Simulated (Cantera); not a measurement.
An isothermal, constant-pressure homogeneous reactor starts with CH₄ : H₂ = 1 : 1.4 (molar parts), at 1800 K and 100000 Pa. Integrator tolerance rtol = 1e-08.

Computed with Cantera and GRI-Mech 3.0 (53 species, 325 reactions). GRI-Mech 3.0 stops at C3 and has no aromatics, soot or wall deposition, so with more carbon than oxygen in the feed, carbon stays in small species such as C2H2 where larger ones or solid carbon would form.

Task: What does this change do: temperature 1800 to 1075 K?

Result: 
| quantity | before | after |
|---|---|---|
| x(CH₄) at 80.0 s | 0.0166 (gas-phase equilibrium 0.0166) | 0.417 (gas-phase equilibrium 0.416) |
| x(H₂) at 80.0 s | 0.841 (gas-phase equilibrium 0.841) | 0.583 (gas-phase equilibrium 0.584) |
| x(C₂H) at 80.0 s | 4.77e-7 (gas-phase equilibrium 4.77e-7) | <1e-12 (gas-phase equilibrium <1e-12) |
| x(C₂H₂) at 80.0 s | 0.139 (gas-phase equilibrium 0.139) | 2.73e-7 (gas-phase equilibrium 3.30e-6) |
| x(C₂H₆) at 80.0 s | 2.95e-6 (gas-phase equilibrium 2.95e-6) | 1.57e-5 (gas-phase equilibrium 9.68e-5) |
| x(C₂H₄) at 80.0 s | 0.00271 (gas-phase equilibrium 0.00271) | 2.40e-5 (gas-phase equilibrium 0.000206) |
| x(CH₃) at 80.0 s | 0.000131 (gas-phase equilibrium 0.000131) | 9.06e-8 (gas-phase equilibrium 1.45e-7) |
